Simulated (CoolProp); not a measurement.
Saturation properties of n-undecane.

The numbers come from the reference Helmholtz-energy equation of state, Aleksandrov 2011 in CoolProp. It is a short technical equation, of lower accuracy than the large ones.

| T (K) | p (MPa) | liquid density (kg/m³) | enthalpy of vaporisation (kJ/kg) | liquid cp (kJ/(kg K)) | vapour Z | surface tension (mN/m) |
|---|---|---|---|---|---|---|
| 403.5 | 0.01463 | 655.0 | 303.0 | 2.610 | 0.9817 | 14.9 |
| 418 | 0.02399 | 643.2 | 295.0 | 2.670 | 0.9743 | 13.7 |
| 432.5 | 0.03775 | 631.2 | 286.8 | 2.729 | 0.9649 | 12.5 |
| 447 | 0.05728 | 618.8 | 278.4 | 2.790 | 0.9533 | 11.4 |
| 461.5 | 0.08414 | 606.1 | 269.7 | 2.851 | 0.9392 | 10.2 |
| 476 | 0.1201 | 592.8 | 260.6 | 2.913 | 0.9224 | 9.15 |
| 490.5 | 0.1672 | 579.1 | 251.0 | 2.976 | 0.9027 | 8.09 |
| 505 | 0.2275 | 564.7 | 241.0 | 3.041 | 0.8797 | 7.06 |
| 519.4 | 0.3030 | 549.6 | 230.3 | 3.108 | 0.8533 | 6.08 |
| 533.9 | 0.3972 | 533.5 | 218.7 | 3.180 | 0.8227 | 5.12 |

It boils at 468.9 K under 1 atm.

Surface tension comes from a separate correlation (Mulero 2014).
